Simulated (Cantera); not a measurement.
Input (Python, Cantera):

```python
import numpy as np
import cantera as ct

gas = ct.Solution("gri30.yaml")
gas.TPX = 1323, 100000, {'CO': 1, 'H2': 1.2, 'O2': 0.688, 'N2': 2.58}
reactor = ct.IdealGasReactor(gas, energy="on", clone=False)
net = ct.ReactorNet([reactor])
net.rtol, net.atol = 1e-08, 1e-16
show = ['CO', 'H2', 'O2', 'OH', 'NO', 'CO2']
times = np.geomspace(1e-06, 0.7, 16)

steps = ct.SolutionArray(gas, extra=["t"])
rows = []
print(f"{'t/s':>10s}{'T/K':>9s}{'P/Pa':>11s}" + "".join(f"{s:>11s}" for s in show))
for t in times:
    while net.time < t:
        t_next = net.step()
        steps.append(gas.state, t=t_next)
    rows.append([np.interp(t, steps.t, y) for y in (steps.T, steps.P, *steps(*show).X.T)])
    print(f"{t:10.3e}{rows[-1][0]:9.1f}{rows[-1][1]:11.4g}" + "".join(f"{x:11.3e}" for x in rows[-1][2:]))
rate = np.gradient(steps.T, steps.t)
print("integrator steps:", len(steps.t))
if steps.T.max() > steps.T[0] + 200:
    print(f"time of steepest temperature rise: {steps.t[rate.argmax()]:.4e} s")
gas.TPX = 1323, 100000, {'CO': 1, 'H2': 1.2, 'O2': 0.688, 'N2': 2.58}
gas.equilibrate("UV")
print(f"equilibrium (UV): T = {gas.T:.1f} K  " + "  ".join(f"{s} {gas[s].X[0]:.3e}" for s in show))
```

Result:

```
       t/s      T/K       P/Pa         CO         H2         O2         OH         NO        CO2
 1.000e-06   1323.0      1e+05  1.829e-01  2.195e-01  1.258e-01  2.455e-09  5.664e-19  7.452e-09
 2.453e-06   1323.0      1e+05  1.829e-01  2.195e-01  1.258e-01  9.255e-09  4.425e-18  2.260e-08
 6.017e-06   1323.0      1e+05  1.829e-01  2.195e-01  1.258e-01  7.467e-08  8.614e-17  1.174e-07
 1.476e-05   1323.1      1e+05  1.829e-01  2.193e-01  1.258e-01  6.424e-06  2.635e-13  7.191e-06
 3.620e-05   2030.0  1.483e+05  1.365e-01  5.374e-02  2.185e-02  1.962e-02  2.280e-05  5.279e-02
 8.879e-05   2828.1  1.957e+05  1.393e-01  5.265e-02  1.018e-02  2.469e-02  4.550e-04  6.045e-02
 2.178e-04   2948.1  2.022e+05  1.389e-01  5.124e-02  7.656e-03  2.258e-02  2.385e-03  6.264e-02
 5.342e-04   2941.5  2.018e+05  1.394e-01  5.189e-02  7.102e-03  2.182e-02  5.198e-03  6.216e-02
 1.310e-03   2938.3  2.016e+05  1.396e-01  5.219e-02  6.867e-03  2.148e-02  6.436e-03  6.194e-02
 3.214e-03   2938.1  2.015e+05  1.396e-01  5.221e-02  6.856e-03  2.147e-02  6.492e-03  6.192e-02
 7.884e-03   2938.1  2.015e+05  1.396e-01  5.221e-02  6.856e-03  2.147e-02  6.492e-03  6.192e-02
 1.934e-02   2938.1  2.015e+05  1.396e-01  5.221e-02  6.856e-03  2.147e-02  6.492e-03  6.192e-02
 4.743e-02   2938.1  2.015e+05  1.396e-01  5.221e-02  6.856e-03  2.147e-02  6.492e-03  6.192e-02
 1.163e-01   2938.1  2.015e+05  1.396e-01  5.221e-02  6.856e-03  2.147e-02  6.492e-03  6.192e-02
 2.854e-01   2938.1  2.015e+05  1.396e-01  5.221e-02  6.856e-03  2.147e-02  6.492e-03  6.192e-02
 7.000e-01   2938.1  2.015e+05  1.396e-01  5.221e-02  6.856e-03  2.147e-02  6.492e-03  6.192e-02
integrator steps: 1220
time of steepest temperature rise: 2.9514e-05 s
equilibrium (UV): T = 2938.1 K  CO 1.396e-01  H2 5.221e-02  O2 6.856e-03  OH 2.147e-02  NO 6.492e-03  CO2 6.192e-02
```

Model: GRI-Mech 3.0 (53 species, 325 reactions), integrated in Cantera.
